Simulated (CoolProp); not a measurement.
Model: reference Helmholtz-energy equation of state, Beckmüller 2019, in CoolProp.

Problem. For n-octane, give the phase and the cp (kJ/(kg K)) at 392.1 K and 0.268 bar.

Solution. 
- 392.1 K and 0.268 bar: gas; cp 2.08
